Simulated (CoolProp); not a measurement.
Properties of R404A along the isotherm 500 K.

Values from CoolProp's reference Helmholtz-energy equation of state, Lemmon 2003. It is a pseudo-pure fit of the blend.

```tsv
p (MPa)	phase	Z	speed of sound (m/s)	viscosity (µPa s)	fugacity coefficient
0.431	gas	0.9896	212.6	20.1	0.9896
0.862	gas	0.9792	210.9	20.2	0.9793
1.29	gas	0.9690	?	20.3	0.9693
1.72	gas	0.9589	?	20.5	0.9594
2.15	gas	0.9488	206.2	20.7	0.9496
2.59	gas	0.9387	204.8	20.9	0.9397
3.02	gas	0.9290	203.4	21.1	0.9302
3.45	gas	0.9195	202.1	21.4	0.9209
3.88	supercritical	?	201.0	21.8	0.9117
4.31	supercritical	0.9010	199.9	22.1	0.9027
4.74	supercritical	0.8921	198.9	22.5	0.8939
5.17	supercritical	0.8835	198.0	?	0.8852
5.6	supercritical	0.8752	197.3	?	0.8768
```

Question: Fill in the missing entries.

Answer: 
- 1.29, speed of sound (m/s): 209.3
- 1.72, speed of sound (m/s): 207.8
- 3.88, Z: 0.9101
- 5.17, viscosity (µPa s): 22.9
- 5.6, viscosity (µPa s): 23.4

Viscosity comes from a separate model (Geller 2000).
